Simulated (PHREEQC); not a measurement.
Solution (25 °C): 2.1 mmol/kgw KNO3, 0.31 mmol/kgw Ca(OH)2 and 56 mmol/kgw AlCl3. Closed to the air; pH follows from the charge balance.

Model: ion-association model, phreeqc.dat, run in PHREEQC.

```json
[
 {"quantity": "pH", "before": "3.62", "after": "2.42"},
 {"quantity": "AlOH+2 (mol/kgw)", "before": "0.000907", "after": "5.88e-5"},
 {"quantity": "Al(OH)2+ (mol/kgw)", "before": "1.08e-5", "after": "4.43e-8"},
 {"quantity": "SI of Gibbsite (Al(OH)3)", "before": "+0.50", "after": "-3.08"}
]
```

Q: Name the change that produced these shifts.
A) AlCl3 from 0.056 to 0.112 mol/kgw
B) Ca(OH)2 replaced by Ca(HCO3)2 at the same molality
C) 0.0054 mol/kgw HBr added
D) diluted 10-fold with water
E) temperature from 25 to 65 °C

A: C, 0.0054 mol/kgw HBr added

No solid was allowed to form. Some of these states are supersaturated (in Gibbsite (slow to form), for instance).
